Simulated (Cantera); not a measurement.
What does this Cantera script print?

```python
import numpy as np
import cantera as ct

gas = ct.Solution("gri30.yaml")
gas.TPX = 575, 101325, {'C3H8': 1, 'O2': 3.57, 'N2': 13.4, 'H2O': 1.3}
flame = ct.FreeFlame(gas, width=0.04)
flame.set_refine_criteria(ratio=3, slope=0.08, curve=0.16)
flame.transport_model = "mixture-averaged"
flame.solve(loglevel=0, auto=True)
z, T = flame.grid, flame.T
thick = (T[-1] - T[0]) / np.gradient(T, z).max()
show = ['C3H8', 'O2', 'C2H4', 'N2O', 'H2O2', 'H']
print(f"laminar burning velocity  {flame.velocity[0] * 100:.3f} cm/s")
print(f"burnt temperature         {T[-1]:.1f} K")
print(f"thermal thickness         {thick * 1e3:.4f} mm")
print(f"grid points               {len(z)}")
z0 = z[flame.heat_release_rate.argmax()]
print(f"{'z/mm':>9s}{'T/K':>9s}{'u/(m/s)':>9s}" + "".join(f"{s:>11s}" for s in show))
rows = []
for k in (-3, -2, -1.5, -1, -0.5, -0.25, 0, 0.25, 0.5, 1, 2, 4, 8):
    zz = z0 + k * thick
    rows.append([k * thick, np.interp(zz, z, T), np.interp(zz, z, flame.velocity),
                 *(np.interp(zz, z, flame.X[gas.species_index(s)]) for s in show)])
    print(f"{rows[-1][0] * 1e3:9.3f}{rows[-1][1]:9.1f}{rows[-1][2]:9.3f}" + "".join(f"{x:11.3e}" for x in rows[-1][3:]))
```

Output:

```
laminar burning velocity  87.849 cm/s
burnt temperature         2131.3 K
thermal thickness         0.3604 mm
grid points               144
     z/mm      T/K  u/(m/s)       C3H8         O2       C2H4        N2O       H2O2          H
   -1.081    575.3    0.882  5.174e-02  1.846e-01  1.438e-06  5.159e-13  1.355e-08  2.650e-13
   -0.721    578.0    0.890  5.150e-02  1.834e-01  1.832e-05  6.953e-12  1.293e-07  1.951e-11
   -0.541    589.6    0.914  5.115e-02  1.813e-01  1.180e-04  4.744e-11  6.193e-07  1.053e-09
   -0.360    661.2    1.039  4.973e-02  1.726e-01  1.017e-03  4.475e-10  3.351e-06  1.829e-07
   -0.180   1028.6    1.682  3.525e-02  1.325e-01  8.276e-03  4.308e-09  1.303e-05  3.256e-05
   -0.090   1390.1    2.361  1.233e-02  8.956e-02  1.401e-02  1.037e-08  1.198e-05  4.778e-04
    0.000   1736.3    3.029  3.985e-04  4.438e-02  6.200e-03  1.835e-08  1.983e-06  3.025e-03
    0.090   1925.6    3.376  5.744e-07  1.765e-02  5.947e-04  2.081e-08  3.962e-07  6.271e-03
    0.180   1997.0    3.496  1.549e-10  6.659e-03  2.840e-05  1.901e-08  1.420e-07  8.180e-03
    0.360   2033.9    3.545  1.060e-15  1.409e-03  6.158e-08  1.449e-08  7.540e-08  9.015e-03
    0.721   2054.5    3.569  3.631e-21  5.526e-04  2.073e-10  1.094e-08  5.508e-08  8.138e-03
    1.442   2075.8    3.600  1.784e-26  3.443e-04  5.615e-13  8.698e-09  3.921e-08  6.484e-03
    2.883   2097.8    3.634  1.559e-32  1.789e-04  4.762e-16  6.787e-09  2.368e-08  4.584e-03
```

Detailed kinetics in Cantera: GRI-Mech 3.0 (53 species, 325 reactions). GRI-Mech 3.0 was tuned for natural gas; its chemistry of propane as a main component is partial and can be far from experiment. Burning velocities carry a grid error of a few per cent, more on coarse grids.
